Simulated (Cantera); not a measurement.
Feed: 1 mol SiH₄, 4.2 mol N₂, 2.7 mol H₂, 10 mol NH₃, equilibrated at 69.0 Pa.

These are equilibrium values from Cantera (NASA tables, ideal gas, pure condensed phases), not measurements of a reactor. Candidate condensed phases: Si, Si₃N₄; 18 gas species. Equilibrium is a limit: real reactors are often held back by kinetics, nucleation or transport.

Problem. At 1275 K, list the 3 most abundant gas species with their mole fractions, and the condensed phases.

Solution. H₂ 0.698, N₂ 0.302, H 2.34e-5. Condensed: Si₃N₄(s).
